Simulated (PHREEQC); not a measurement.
NaOH is added in steps, without added water, to 1 kg of water holding 0.0043 mol/kgw HF, 0.024 mol/kgw KF and 0.00039 mol/kgw HCl, at 50 °C. Oxygen alone is held at its pressure in air (log pO2 = -0.68). No CO2 enters from the air. No solid was allowed to form.

Base run: PHREEQC, ion-association model, wateq4f.dat. Each further column changes one thing. The table gives pH.

```
NaOH added (mol)   base  HF from 0.0043 to 0.00215 mol/kgw  solids may form
----------------  -----  ---------------------------------  ---------------
0                  4.06                               4.33             4.06
0.000945           4.17                               4.55             4.17
0.002205           4.37                               5.25             4.37
0.00315            4.60                               9.99             4.60
0.004095           5.03                              10.39             5.03
0.005355          10.02                              10.65            10.02
0.0063            10.40                              10.77            10.40
```

At this temperature some constants are extrapolated from 25 °C, and those without enthalpy data are left unchanged. Solids allowed in the column 'solids may form': Halite.
